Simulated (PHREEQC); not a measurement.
HCl is added in steps, without added water, to 1 kg of water holding 0.003 mol/kgw CaSO4, 4.6e-05 mol/kgw Na2SO4 and 0.00023 mol/kgw MgSO4, at 10 °C. Oxygen is held at 0.21 atm. No CO2 enters from the air. The run lets Gypsum, Brucite, Portlandite, Halite, Mirabilite, Epsomite precipitate or redissolve, and no other solid.

Base run: PHREEQC, ion-association model, wateq4f.dat. Each further column changes one thing. The table gives HSO4- (mol/kgw).

```tsv
HCl added (mol)	base	diluted 100-fold with water	temperature from 10 to 70 °C	CaSO4 left out	no solid may form
0	7.82e-9	1.21e-10	1.81e-7	9.57e-10	7.82e-9
0.0005125	5.80e-5	?	?	7.99e-6	5.80e-5
0.001281	0.000141	2.36e-6	0.000380	1.86e-5	0.000141
0.001794	0.000193	3.14e-6	?	2.50e-5	0.000193
0.002306	0.000244	3.86e-6	0.000634	3.09e-5	0.000244
0.002819	0.000292	4.53e-6	0.000747	?	0.000292
0.003587	0.000362	5.44e-6	0.000901	4.39e-5	0.000362
0.0041	0.000406	6.00e-6	0.000995	4.86e-5	0.000406
```

Problem. Complete the blanks.

Solution. 
- 0.0005125, diluted 100-fold with water: 1.04e-6
- 0.0005125, temperature from 10 to 70 °C: 0.000161
- 0.001794, temperature from 10 to 70 °C: 0.000512
- 0.002819, CaSO4 left out: 3.63e-5

Constants without temperature data keep their 25 °C values here. Solids allowed in the column 'CaSO4 left out': Brucite, Halite, Mirabilite, Epsomite.
